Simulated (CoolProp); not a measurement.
Vapour-liquid equilibrium of propylene (1) + R142b (2) at 27.75 °C; x and y are mole fractions of (1).

The numbers come from the multi-fluid Helmholtz-energy mixture model, Lemmon 2013 and Lemmon 2006; pair parameters Bell 2016 in CoolProp.

| x | bubble pressure (MPa) | y at the bubble point | dew pressure at overall composition x (MPa) | liquid density (mol/L) |
|---|---|---|---|---|
| 0.05 | 0.4147 | 0.147 | … | 11.04 |
| 0.15 | 0.5106 | 0.362 | 0.4159 | 11.13 |
| 0.25 | 0.6057 | 0.511 | 0.4559 | 11.22 |
| 0.35 | 0.6981 | 0.620 | 0.5040 | … |
| 0.45 | … | 0.704 | 0.5628 | … |
| 0.55 | 0.8719 | … | … | 11.48 |
| 0.65 | 0.9540 | … | 0.7278 | 11.57 |
| 0.75 | 1.034 | 0.879 | 0.8442 | 11.66 |
| 0.85 | 1.114 | 0.928 | 0.9877 | 11.76 |
| 0.95 | 1.195 | 0.976 | 1.152 | 11.86 |

**Question.** Some entries are withheld; supply them.

**Answer.** 
- 0.05, dew pressure at overall composition x (MPa): 0.3822
- 0.35, liquid density (mol/L): 11.31
- 0.45, bubble pressure (MPa): 0.7868
- 0.45, liquid density (mol/L): 11.40
- 0.55, y at the bubble point: 0.771
- 0.55, dew pressure at overall composition x (MPa): 0.6358
- 0.65, y at the bubble point: 0.828

No azeotrope shows between x = 0.05 and 0.95.

Pair parameters are fitted to limited data, so mixtures are less certain than the pure fluids.
